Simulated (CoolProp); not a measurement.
A Linde-Hampson liquefier for ethylene: isothermal reversible compression at 290 K from 1 atm to 10 MPa, throttling to 1 atm, return gas leaving the recuperator 5 K below the feed. Each further row changes one setting.

Values from CoolProp's reference Helmholtz-energy equation of state, Smukala 2000.

| case | liquid yield per pass | compression work (kJ/kg of gas) |
|---|---|---|
| as stated | 0.476 | 325 |
| high pressure 20 MPa | 0.502 | 350 |
| warm-end temperature 320 K | 0.312 | 386 |
| warm-end gap 10 K | 0.469 | 325 |
